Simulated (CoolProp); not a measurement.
Vapour-liquid equilibrium of ethylene (1) + isobutane (2) at 0.0942 MPa; x and y are mole fractions of (1).

Model: multi-fluid Helmholtz-energy mixture model, Smukala 2000 and Bücker 2006; pair parameters Bell 2016, in CoolProp.

Question: Give the bubble temperature and the first vapour's composition at x = 0.05, 0.2, 0.5. Is there an azeotrope?

Answer: x = 0.05: -36.1 °C, y = 0.638; x = 0.2: -69.1 °C, y = 0.955; x = 0.5: -91.3 °C, y = 0.995. No azeotrope shows between x = 0.05 and 0.95.

Pair parameters are fitted to limited data, so mixtures are less certain than the pure fluids.
